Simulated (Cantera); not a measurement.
Feed: 1 mol HBr, 0.085 mol O₂, 33 mol N₂, held at 2875 K and 750 Torr.

Equilibrium computed with Cantera from the NASA thermochemical tables; the gas is ideal and each condensed phase is pure. Candidate condensed phases: Br₂, H₂O; 27 gas species. Equilibrium is a limit: real reactors are often held back by kinetics, nucleation or transport.

Base state: N₂ 0.952, Br 0.0259, H 0.00834, H₂ 0.00622, HBr 0.00292, H₂O 0.00215, NO 0.000974, OH 0.000864 (mole fractions); condensed: gas only.

**Question.** What changes in the equilibrium state with this change: O₂ from 0.085 to 1.9 mol?

**Answer.** 
```tsv
species	before	after
N₂	0.952	0.895
O₂	9.94e-5	0.0307
Br	0.0259	0.0261
NO	0.000974	0.0166
O	0.000722	0.0127
OH	0.000864	0.00649
H₂	0.00622	0.00114
```
